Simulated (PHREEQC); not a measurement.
**Alkaline etch or developer**

A solution holds 0.029 mol/kgw NH3 and 4.6e-05 mol/kgw H3BO3, at 79 °C. Closed to the air; pH follows from the charge balance.

Equilibrium calculation in PHREEQC: ion-association model, phreeqc.dat.

The pH comes out as 9.45. The ionic strength comes out as 0.000747 mol/kgw and the total alkalinity is 29.0 meq/kg.

| species | molality | activity | log γ |
|---|---|---|---|
| NH3 | 0.0283 | 0.0283 | 0.000 |
| NH4+ | 0.000747 | 0.000721 | -0.015 |
| OH- | 0.000711 | 0.000686 | -0.015 |
| H2BO3- | 3.65e-5 | 3.52e-5 | -0.015 |
| H3BO3 | 9.54e-6 | 9.54e-6 | 0.000 |

This is a speciation only: nothing precipitates in the calculation. Constants without temperature data keep their 25 °C values here.
